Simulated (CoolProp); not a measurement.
Vapour-liquid equilibrium of R13 (1) + n-butane (2) at 0.53 bar; x and y are mole fractions of (1).

Model: multi-fluid Helmholtz-energy mixture model, Platzer 1990 and Bücker 2006; pair parameters Bell 2016, in CoolProp. This equation is an older, rougher fit; its heat capacities, sound speeds and derivatives of the liquid may be far off and weren't checked against measurements.

Question: Give the bubble temperature and the first vapour's composition at x = 0.55, 0.75, 0.95. Is there an azeotrope?

Answer: x = 0.55: 186.3 K, y = 0.992; x = 0.75: 183.9 K, y = 0.995; x = 0.95: 181.2 K, y = 0.999. No azeotrope shows between x = 0.05 and 0.95.

The pair parameters rest on a limited set of measurements; away from them the model extrapolates. With so large a gap from Raoult's law the liquid may split in two, which this calculation doesn't test in full.
